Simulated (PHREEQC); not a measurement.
A solution holds 0.0011 mol/kgw Pb(NO3)2, 0.017 mol/kgw KBr and 0.00048 mol/kgw Zn(NO3)2, at 25 °C. Closed to the air; pH follows from the charge balance.

Model: ion-association model, wateq4f.dat, run in PHREEQC.

No solid was allowed to form.

Task: Order these Pb species by the share of Pb that they hold, largest first: Pb+2, PbBr2, PbNO3+, PbBr+, PbOH+.

Result: Pb+2 (63 %), PbBr+ (35 %), PbNO3+ (1.6 %), PbOH+ (0.28 %), PbBr2 (0.20 %)

The pH is 5.54 and the ionic strength 0.0209 mol/kgw.
